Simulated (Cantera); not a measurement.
**Premixed flame**

A freely propagating, adiabatic, planar premixed flame of 12.6 % CH4, 0.716 % H2, 18.2 % O2, 68.5 % N2, unburnt at 375 K and 263 Torr; mixture-averaged transport, grid criteria slope 0.08 and curve 0.16, no radiation.

Detailed kinetics in Cantera: GRI-Mech 3.0 (53 species, 325 reactions). Burning velocities carry a grid error of a few per cent, more on coarse grids.

| z (mm) | T (K) | u (m/s) | x CH4 | x H2 | x O2 | x NO | x H | x OH |
|---|---|---|---|---|---|---|---|---|
| -4.34 | 375 | 0.402 | 0.125 | 0.00936 | 0.182 | <1e-8 | <1e-8 | <1e-8 |
| -2.89 | 378 | 0.407 | 0.125 | 0.0137 | 0.181 | <1e-8 | <1e-8 | <1e-8 |
| -2.17 | 393 | 0.426 | 0.123 | 0.0198 | 0.179 | 3.05e-8 | <1e-8 | <1e-8 |
| -1.45 | 507 | 0.557 | 0.114 | 0.0320 | 0.170 | 4.24e-7 | 3.08e-7 | 3.99e-7 |
| -0.723 | 1004 | 1.13 | 0.0763 | 0.0492 | 0.127 | 4.48e-6 | 7.41e-5 | 1.14e-5 |
| -0.362 | 1404 | 1.60 | 0.0421 | 0.0574 | 0.0822 | 9.21e-6 | 0.000549 | 0.000117 |
| 0 | 1748 | 2.02 | 0.0120 | 0.0619 | 0.0357 | 1.68e-5 | 0.00268 | 0.000679 |
| 0.362 | 1908 | 2.21 | 0.00172 | 0.0612 | 0.0107 | 2.84e-5 | 0.00555 | 0.00155 |
| 0.723 | 1953 | 2.26 | 0.000215 | 0.0604 | 0.00288 | 4.12e-5 | 0.00700 | 0.00195 |
| 1.45 | 1971 | 2.27 | 6.19e-6 | 0.0613 | 0.000392 | 5.89e-5 | 0.00734 | 0.00199 |
| 2.89 | 1980 | 2.28 | 5.92e-8 | 0.0624 | 0.000180 | 7.41e-5 | 0.00677 | 0.00183 |
| 5.79 | 1990 | 2.29 | <1e-8 | 0.0627 | 0.000132 | 8.21e-5 | 0.00579 | 0.00159 |
| 11.6 | 2003 | 2.30 | <1e-8 | 0.0630 | 8.04e-5 | 8.46e-5 | 0.00449 | 0.00126 |
x: mole fraction of selected species; z is measured from the peak of heat release.

```
Item                          Value
------------------------  ---------
laminar burning velocity  40.1 cm/s
thermal thickness           1.45 mm
peak x(H)                   0.00738
peak x(OH)                  0.00202
grid points                     153
```
